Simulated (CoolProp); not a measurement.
The numbers come from the reference Helmholtz-energy equation of state, Thol 2022 in CoolProp.

### Question
For vinyl chloride, give the phase and the Z, cp (kJ/(kg K)), expansivity (1/kK) at 156.85 °C and 180 bar.

### Answer
- 156.85 °C and 180 bar: supercritical; Z 0.455, cp 1.79, expansivity 3.33
